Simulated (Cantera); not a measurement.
**Reactions in the system Cl-Fe-O**

Source: NASA polynomial tables (part measured, part estimated), evaluated in Cantera. Values are per mole of reaction as written; species without (g) are pure solids or liquids, kept so even where they would boil at 1 bar. FeO: taken at fixed stoichiometry.

6 Cl(g) + 2 FeO ⇌ 2 O(g) + Fe2Cl6(g)

```json
[
 {"T (K)": "1150", "ΔH° (kJ)": "-360.4", "ΔS° (J/K)": "-283.9", "ΔG° (kJ)": "-33.9", "log10 K": "1.54"},
 {"T (K)": "1200", "ΔH° (kJ)": "-361.9", "ΔS° (J/K)": "-285.2", "ΔG° (kJ)": "-19.7", "log10 K": "0.86"},
 {"T (K)": "1250", "ΔH° (kJ)": "-363.4", "ΔS° (J/K)": "-286.4", "ΔG° (kJ)": "-5.4", "log10 K": "0.22"},
 {"T (K)": "1300", "ΔH° (kJ)": "-365.0", "ΔS° (J/K)": "-287.7", "ΔG° (kJ)": "9.0", "log10 K": "-0.36"},
 {"T (K)": "1350", "ΔH° (kJ)": "-366.5", "ΔS° (J/K)": "-288.8", "ΔG° (kJ)": "23.4", "log10 K": "-0.91"},
 {"T (K)": "1400", "ΔH° (kJ)": "-368.1", "ΔS° (J/K)": "-290.0", "ΔG° (kJ)": "37.9", "log10 K": "-1.41"},
 {"T (K)": "1450", "ΔH° (kJ)": "-369.7", "ΔS° (J/K)": "-291.1", "ΔG° (kJ)": "52.4", "log10 K": "-1.89"},
 {"T (K)": "1500", "ΔH° (kJ)": "-371.4", "ΔS° (J/K)": "-292.2", "ΔG° (kJ)": "67.0", "log10 K": "-2.33"},
 {"T (K)": "1550", "ΔH° (kJ)": "-373.0", "ΔS° (J/K)": "-293.3", "ΔG° (kJ)": "81.6", "log10 K": "-2.75"},
 {"T (K)": "1600", "ΔH° (kJ)": "-374.7", "ΔS° (J/K)": "-294.4", "ΔG° (kJ)": "96.3", "log10 K": "-3.14"}
]
```

Fe2O3 + 3 Cl2(g) ⇌ 2 FeCl3(g) + 3 O(g)

```json
[
 {"T (K)": "1150", "ΔH° (kJ)": "1043.7", "ΔS° (J/K)": "387.1", "ΔG° (kJ)": "598.5", "log10 K": "-27.18"},
 {"T (K)": "1200", "ΔH° (kJ)": "1042.2", "ΔS° (J/K)": "385.9", "ΔG° (kJ)": "579.1", "log10 K": "-25.21"},
 {"T (K)": "1250", "ΔH° (kJ)": "1040.9", "ΔS° (J/K)": "384.8", "ΔG° (kJ)": "559.9", "log10 K": "-23.39"},
 {"T (K)": "1300", "ΔH° (kJ)": "1039.5", "ΔS° (J/K)": "383.7", "ΔG° (kJ)": "540.6", "log10 K": "-21.72"},
 {"T (K)": "1350", "ΔH° (kJ)": "1038.2", "ΔS° (J/K)": "382.7", "ΔG° (kJ)": "521.5", "log10 K": "-20.18"},
 {"T (K)": "1400", "ΔH° (kJ)": "1036.9", "ΔS° (J/K)": "381.8", "ΔG° (kJ)": "502.4", "log10 K": "-18.74"},
 {"T (K)": "1450", "ΔH° (kJ)": "1035.6", "ΔS° (J/K)": "380.9", "ΔG° (kJ)": "483.3", "log10 K": "-17.41"},
 {"T (K)": "1500", "ΔH° (kJ)": "1034.2", "ΔS° (J/K)": "380.0", "ΔG° (kJ)": "464.3", "log10 K": "-16.17"},
 {"T (K)": "1550", "ΔH° (kJ)": "1032.9", "ΔS° (J/K)": "379.1", "ΔG° (kJ)": "445.3", "log10 K": "-15.01"},
 {"T (K)": "1600", "ΔH° (kJ)": "1031.5", "ΔS° (J/K)": "378.2", "ΔG° (kJ)": "426.4", "log10 K": "-13.92"}
]
```
